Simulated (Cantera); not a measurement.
Input: 1 mol Al, 8.7 mol N₂O, 30 mol H₂, equilibrated at 798 K and 110 Pa.

Method: chemical equilibrium by Gibbs-energy minimisation in Cantera with the NASA 1993 tables (ideal gas, pure condensed phases). Candidate condensed phases: Al, AlN, Al₂O₃, H₂O; 35 gas species. The numbers say what is thermodynamically allowed, not how fast it happens.

Question: What is the equilibrium state?

Answer: 
```json
{
 "x(H₂)": "0.589",
 "x(N₂)": "0.225",
 "x(H₂O)": "0.186",
 "n(Al₂O₃(s))": "0.500 mol",
 "gas_amount": "38.70 mol",
 "log10 activity of Al(s) (absent)": "-25.91"
}
```
